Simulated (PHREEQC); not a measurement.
Consider water at 64 °C with 0.013 mol Rb2SO4 per kg of water. Closed to the air; pH follows from the charge balance.

Equilibrium calculation in PHREEQC: ion-association model, wateq4f.dat.

```tsv
quantity	before	after
pH	6.67	2.67
ionic strength (mol/kgw)	0.0390	0.0384
```

Task: What was changed between the two runs?
(A) 0.00041 mol/kgw NaHCO3 added
(B) Rb2SO4 from 0.013 to 0.0117 mol/kgw
(C) Rb2SO4 replaced by RbCl at the same molality
(D) 0.0056 mol/kgw HNO3 added

Result: D, 0.0056 mol/kgw HNO3 added

Precipitation was switched off in this run. At this temperature some constants are extrapolated from 25 °C, and those without enthalpy data are left unchanged.
